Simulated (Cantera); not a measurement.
# Fe + SO2 + CO (metals in furnace atmospheres)

Input: 1 mol Fe, 0.012 mol SO2, 0.82 mol CO, at 24.0 Pa.

Equilibrium computed with Cantera from the NASA thermochemical tables; the gas is ideal and each condensed phase is pure. Candidate condensed phases: C, Fe, Fe(CO)5, FeO, FeS, FeSO4, FeS2, Fe2O3, Fe2(SO4)3, Fe3O4, S; 25 gas species. Equilibrium is a limit: real reactors are often held back by kinetics, nucleation or transport.

From 1525 K to 1625 K the condensed part is Fe(γ). From 1675 K to 1775 K the condensed part is Fe(δ). From 1825 K to 1875 K the condensed part is Fe(l). The main Fe-bearing gas is Fe throughout. The share of Fe in condensed phases is highest at 1525 K (99.9 %) and lowest at 1875 K (57.5 %).

```csv
T (K),log p CO,log p Fe,log p CO2,log p S2,log p S,log p SO,n Fe(γ),n Fe(δ),n Fe(l)
1525,-3.64,-6.60,-5.16,-5.78,-7.16,-7.28,0.999,0,0
1575,-3.64,-6.17,-5.17,-5.79,-6.93,-7.05,0.998,0,0
1625,-3.64,-5.76,-5.18,-5.82,-6.72,-6.84,0.994,0,0
1675,-3.64,-5.38,-5.19,-5.85,-6.53,-6.66,0,0.985,0
1725,-3.65,-5.03,-5.21,-5.91,-6.36,-6.50,0,0.966,0
1775,-3.67,-4.69,-5.25,-6.00,-6.22,-6.37,0,0.923,0
1825,-3.72,-4.38,-5.31,-6.14,-6.11,-6.28,0,0,0.825
1875,-3.81,-4.09,-5.43,-6.40,-6.08,-6.27,0,0,0.575
```
log p: log10 of the partial pressure in bar; n: condensed amount in mol.
